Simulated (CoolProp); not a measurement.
Values from CoolProp's reference Helmholtz-energy equation of state, Setzmann 1991.

Give the vapour pressure (MPa), vapour Z, liquid viscosity (µPa s) of saturated methane at 139.6, 148.2, 165.5 K.


```
T (K)  p (MPa)  vapour Z  liquid viscosity (µPa s)
-----  -------  --------  ------------------------
139.6    0.628     0.872                      68.6
148.2    0.958     0.829                      59.2
165.5     1.97     0.716                      43.3
```

Viscosity comes from a separate model (Quiñones-Cisneros 2006).
